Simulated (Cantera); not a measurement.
Pb + H2 (iron carbonyl, mercury and lead vapours)

Feed: 1 mol Pb, 1.1 mol H2, held at 100 Torr.

Cantera equilibrium calculation (NASA polynomials, part measured and part estimated; ideal gas, pure solids and liquids). Candidate condensed phases: Pb; 4 gas species. The numbers say what is thermodynamically allowed, not how fast it happens.

```csv
T (K),x H2,x Pb,x Pb2,x H,n Pb(l)
1223,0.993,0.00681,3.19e-7,8.21e-7,0.992
1273,0.986,0.0138,1.03e-6,1.94e-6,0.985
1323,0.974,0.0264,3.05e-6,4.29e-6,0.970
1373,0.952,0.0481,8.30e-6,8.90e-6,0.944
1423,0.916,0.0841,2.10e-5,1.74e-5,0.899
1473,0.859,0.141,4.97e-5,3.21e-5,0.819
1523,0.771,0.229,0.000111,5.56e-5,0.673
1573,0.639,0.360,0.000235,8.90e-5,0.380
1623,0.524,0.476,0.000354,0.000137,0
```
x: gas mole fraction; n: condensed amount in mol.

From 1223 K to 1573 K the condensed part is Pb(l). At 1623 K nothing is condensed. The main Pb-bearing gas is Pb throughout. The share of Pb in condensed phases is highest at 1223 K (99.2 %) and lowest at 1623 K (0.0 %).
